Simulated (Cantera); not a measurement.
A Cantera script and what it prints.

```python
import numpy as np
import cantera as ct

gas_names = """
    OH
""".split()
cond_names = """
    Fe(a) Fe(c) Fe(d) Fe(L) Fe(OH)3(s)
""".split()


# ... load() reads the species with a 1 bar reference pressure and builds the phases ...
species = {s.name: s for s in load("nasa_gas.yaml", gas_names) + load("nasa_condensed.yaml", cond_names)}
# Each term lists the table entries of one substance; the one whose range holds T is used.
reactions = {
    'Fe + 3 OH(g) = Fe(OH)3':
        [(-1, ['Fe(a)', 'Fe(c)', 'Fe(d)', 'Fe(L)']), (-3, ['OH']), (1, ['Fe(OH)3(s)'])],
}


def pick(names, T):
    return next(species[n] for n in names if species[n].thermo.min_temp <= T <= species[n].thermo.max_temp)


results = []
for label, terms in reactions.items():
    print(label)
    print("     T/K   dH/kJ  dS/(J/K)   dG/kJ   log10 K")
    for T in [400, 500, 600, 700, 800]:
        used = [(nu, pick(names, T)) for nu, names in terms]
        dH = sum(nu * s.thermo.h(T) for nu, s in used) / 1e6
        dS = sum(nu * s.thermo.s(T) for nu, s in used) / 1e3
        dG = dH - T * dS / 1e3
        logK = -dG * 1e6 / (ct.gas_constant * T * np.log(10))
        results.append((label, T, dH, dS, dG, logK, [s.name for _, s in used]))
        print(f"{T:8g} {dH:8.1f} {dS:8.1f} {dG:8.1f} {logK:8.2f}")
```

Result:

```
Fe + 3 OH(g) = Fe(OH)3
     T/K   dH/kJ  dS/(J/K)   dG/kJ   log10 K
     400   -951.2   -475.7   -761.0    99.37
     500   -950.6   -474.2   -713.5    74.53
     600   -949.0   -471.4   -666.2    57.99
     700   -946.7   -467.9   -619.2    46.20
     800   -944.0   -464.3   -572.6    37.39
```

Cantera with NASA thermochemical tables; ideal gases at 1 bar, condensed phases pure. Condensed species are held in their standard states even where they would react or evaporate.
